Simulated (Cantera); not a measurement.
# Ignition delay

Mixture: 21.0 % CH3OH, 16.6 % O2, 62.4 % N2, at 1000000 Pa, adiabatic and at constant pressure. Ignition delay is the time to a rise of 400 K.

Detailed kinetics in Cantera: GRI-Mech 3.0 (53 species, 325 reactions). GRI-Mech 3.0 was tuned for natural gas; its chemistry of methanol as a main component is partial and can be far from experiment.

```
T0 (K)  delay (ms)
------  ----------
1250         0.573
1325         0.193
1400        0.0744
1475        0.0323
1550        0.0157
```

The apparent activation energy between 1400 and 1550 K comes out as 190 kJ/mol.
